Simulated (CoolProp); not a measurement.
A Linde-Hampson liquefier for ethylene: isothermal reversible compression at 320 K from 1 atm to 5 MPa, throttling to 1 atm, return gas leaving the recuperator 2 K below the feed. Each further row changes one setting.

The numbers come from the reference Helmholtz-energy equation of state, Smukala 2000 in CoolProp.

```json
[
 {"case": "as stated", "liquid yield per pass": "0.117", "compression work (kJ/kg of gas)": "347"},
 {"case": "high pressure 10 MPa", "liquid yield per pass": "0.317", "compression work (kJ/kg of gas)": "386"},
 {"case": "warm-end temperature 350 K", "liquid yield per pass": "0.083", "compression work (kJ/kg of gas)": "387"},
 {"case": "warm-end gap 7 K", "liquid yield per pass": "0.106", "compression work (kJ/kg of gas)": "347"}
]
```
